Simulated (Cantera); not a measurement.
Charge: 1 mol SiCl4, 2.2 mol N2, 0.18 mol H2, 1.7 mol NH3, held at 77.0 mbar.

Cantera equilibrium calculation (NASA polynomials, part measured and part estimated; ideal gas, pure solids and liquids). Candidate condensed phases: NH4Cl, Si, Si3N4; 28 gas species. The tables' values for SiCl3, SiCl, SiN are old estimates; treat these amounts as uncertain. Kinetics and transport are ignored.

log p: log10 of the partial pressure in bar; n: condensed amount in mol.

```json
[
 {"T (K)": "723", "log p N2": "-1.52", "log p HCl": "-1.70", "log p H2": "-1.69", "log p SiCl2": "-12.98", "log p SiCl4": "-2.22", "log p SiCl3": "-8.80", "n Si3N4(s)": "0.150"},
 {"T (K)": "923", "log p N2": "-1.53", "log p HCl": "-1.61", "log p H2": "-1.75", "log p SiCl2": "-8.58", "log p SiCl4": "-2.31", "log p SiCl3": "-6.24", "n Si3N4(s)": "0.184"},
 {"T (K)": "1123", "log p N2": "-1.54", "log p HCl": "-1.57", "log p H2": "-1.78", "log p SiCl2": "___", "log p SiCl4": "___", "log p SiCl3": "-4.62", "n Si3N4(s)": "0.205"},
 {"T (K)": "1323", "log p N2": "-1.54", "log p HCl": "-1.54", "log p H2": "-1.81", "log p SiCl2": "-3.84", "log p SiCl4": "-2.46", "log p SiCl3": "-3.52", "n Si3N4(s)": "0.212"},
 {"T (K)": "1523", "log p N2": "-1.54", "log p HCl": "-1.58", "log p H2": "-1.80", "log p SiCl2": "-2.57", "log p SiCl4": "-2.78", "log p SiCl3": "-2.91", "n Si3N4(s)": "0.154"},
 {"T (K)": "1723", "log p N2": "-1.52", "log p HCl": "-1.73", "log p H2": "-1.75", "log p SiCl2": "-2.05", "log p SiCl4": "-3.77", "log p SiCl3": "-3.05", "n Si3N4(s)": "0"},
 {"T (K)": "1923", "log p N2": "-1.52", "log p HCl": "-1.72", "log p H2": "-1.76", "log p SiCl2": "-2.03", "log p SiCl4": "___", "log p SiCl3": "-3.38", "n Si3N4(s)": "0"},
 {"T (K)": "2123", "log p N2": "-1.52", "log p HCl": "-1.72", "log p H2": "-1.77", "log p SiCl2": "-2.02", "log p SiCl4": "-5.33", "log p SiCl3": "-3.67", "n Si3N4(s)": "0"}
]
```

Q: Fill in the missing entries.

A: 
- 1923, log p SiCl4: -4.61
- 1123, log p SiCl2: -5.77
- 1123, log p SiCl4: -2.38
